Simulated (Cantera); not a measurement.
A freely propagating, adiabatic, planar premixed flame of H2 : O2 : N2 = 1 : 0.794 : 3.73 (molar parts), equivalence ratio 0.63, unburnt at 525 K and 5.00 bar; multicomponent transport, grid criteria slope 0.08 and curve 0.16, no radiation.

Detailed kinetics in Cantera: the H2/O2 subset of GRI-Mech 3.0, which has no nitrogen chemistry. The hydrogen kinetics of GRI-Mech 3.0 are dated; newer H2 mechanisms differ, most at raised pressure. Burning velocities carry a grid error of a few per cent, more on coarse grids. Lean hydrogen flames are cellular in practice and burn faster than this planar one.

x: mole fraction of selected species; z is measured from the peak of heat release.

```csv
z (mm),T (K),u (m/s),x H2,x O2,x H2O2,x H,x O,x HO2
-0.248,526,1.00,0.177,0.144,1.16e-7,<1e-8,<1e-8,1.99e-7
-0.165,528,0.998,0.171,0.145,7.52e-7,<1e-8,<1e-8,1.29e-6
-0.124,534,1.00,0.161,0.147,3.53e-6,<1e-8,<1e-8,6.15e-6
-0.0826,564,1.03,0.140,0.149,2.07e-5,<1e-8,…,3.92e-5
-0.0413,766,1.36,0.0941,0.143,0.000133,1.36e-5,…,0.000446
-0.0207,1050,1.84,0.0624,0.125,0.000132,0.000399,…,0.000513
0,1356,2.36,0.0330,0.0994,2.37e-5,0.00172,…,0.000293
0.0207,1560,2.72,0.0147,0.0792,4.75e-6,0.00234,0.00207,0.000166
0.0413,1670,2.91,0.00694,0.0698,2.95e-6,0.00182,0.00212,0.000104
0.0826,1765,3.07,0.00246,0.0647,1.66e-6,0.000699,…,4.90e-5
0.165,1812,3.14,0.000733,0.0637,8.03e-7,0.000126,…,1.65e-5
0.331,1828,3.17,0.000173,0.0638,3.35e-7,1.53e-5,…,4.41e-6
0.661,1832,3.18,5.10e-5,0.0639,1.62e-7,2.83e-6,…,1.71e-6
```

Q: Fill in the missing entries.

A: 
- -0.0826, x O: 4.66e-8
- -0.0413, x O: 8.94e-6
- -0.0207, x O: 0.000191
- 0, x O: 0.00113
- 0.0826, x O: 0.00129
- 0.165, x O: 0.000432
- 0.331, x O: 0.000109
- 0.661, x O: 3.64e-5
